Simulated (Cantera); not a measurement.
A Cantera script and what it prints.

```python
import numpy as np
import cantera as ct

gas_names = """
    H HO2 H2 H2O H2O2 O OH O2 O3 Pb PbO Pb2
""".split()
cond_names = """
    H2O(s) H2O(L) Pb(cr) Pb(L) PbO(rd) PbO(yw) PbO(L) PbO2(s) Pb3O4(s)
""".split()


# ... load() reads the species with a 1 bar reference pressure and builds the phases ...
atoms = {
    'PbO': {'Pb': 1, 'O': 1},
    'H2': {'H': 2},
    'O2': {'O': 2},
}
top_T = {'Pb3O4(s)': 820}  # K; cautious upper limits of use, not melting points


# ... equilibrate(T, P, feed) seeds the gas with the atoms and calls Mixture.equilibrate('TP', solver="vcs", rtol=1e-11, max_steps=5000) ...
results = []
feed = {'PbO': 1, 'H2': 0.64, 'O2': 0.66}  # mol
T = 1600  # K
P = 13332.2  # Pa
mix = equilibrate(T, P, feed)
results.append((T, P, feed, dict(zip(mix.species_names, mix.species_moles))))
x = sorted(zip(gas.X, gas.species_names), reverse=True)
print(f"T = {T:g} K  P = {P:g} Pa  gas = {mix.phase_moles(0):.4g} mol")
print("   x: " + "  ".join(f"{s} {v:.3e}" for v, s in x if v > 0.001))
print("   condensed (mol): " + ("  ".join(f"{mix.phase(i).name} {mix.phase_moles(i):.4g}"
      for i in range(1, mix.n_phases) if mix.phase_moles(i) > 1e-12) or "none"))
```

Result:

```
T = 1600 K  P = 13332.2 Pa  gas = 1.278 mol
   x: H2O 5.005e-01  O2 2.712e-01  PbO 2.169e-01  Pb 1.064e-02
   condensed (mol): PbO(L) 0.7093
```

Cantera equilibrium calculation (NASA polynomials, part measured and part estimated; ideal gas, pure solids and liquids). Gases not in the tables: (PbO)n polymers.
